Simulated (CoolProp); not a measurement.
Vapour-liquid equilibrium of ethane (1) + n-perfluorobutane (2) at -62.95 °C; x and y are mole fractions of (1).

Values from CoolProp's multi-fluid Helmholtz-energy mixture model, Bücker 2006 and Gao 2022; pair parameters Bell 2016.

Give the bubble pressure and the first vapour's composition at x = 0.35, 0.8, 0.95. Is there an azeotrope?

x = 0.35: 0.2392 MPa, y = 0.987; x = 0.8: 0.2873 MPa, y = 0.992; x = 0.95: 0.3206 MPa, y = 0.997. No azeotrope shows between x = 0.05 and 0.95.

The pair parameters rest on a limited set of measurements; away from them the model extrapolates. With so large a gap from Raoult's law the liquid may split in two, which this calculation doesn't test in full.
